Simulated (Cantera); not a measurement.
Fluorocarbon and chlorocarbon gases: CH₃Cl + H₂

Input: 1 mol CH₃Cl, 0.47 mol H₂, at 18000 Pa.

These are equilibrium values from Cantera (NASA tables, ideal gas, pure condensed phases), not measurements of a reactor. Candidate condensed phases: C, C₆H₆, C₇H₈, C₈H₁₈; 91 gas species. Equilibrium is a limit: real reactors are often held back by kinetics, nucleation or transport.

From 1523 K to 1973 K the condensed part is C(graphite). The main C-bearing gas is CH₄ at 1523 K and C₂H₂ (acetylene) at 1973 K.

```
T (K)   x H₂  x HCl       x H      x Cl  x C₂H₂ (acetylene)     x CH₄    x CH₃  x C₂HCl  n C(graphite)
-----  -----  -----  --------  --------  ------------------  --------  -------  -------  -------------
1523   0.595  0.405   4.20e-5   2.29e-5             7.03e-6  0.000147  2.10e-7  4.05e-9          1.000
1598   0.595  0.405   9.68e-5   5.21e-5             1.60e-5  0.000105  3.47e-7  1.26e-8          1.000
1673   0.595  0.405  0.000207  0.000110             3.39e-5   7.73e-5  5.48e-7  3.55e-8          1.000
1748   0.595  0.405  0.000415  0.000218             6.72e-5   5.85e-5  8.30e-7  9.11e-8          1.000
1823   0.594  0.404  0.000787  0.000408            0.000126   4.54e-5  1.21e-6  2.17e-7          0.999
1898   0.594  0.404   0.00142  0.000729            0.000223   3.59e-5  1.72e-6  4.80e-7          0.999
1973   0.593  0.403   0.00245   0.00124            0.000380   2.89e-5  2.37e-6  1.00e-6          0.998
```
x: gas mole fraction; n: condensed amount in mol.
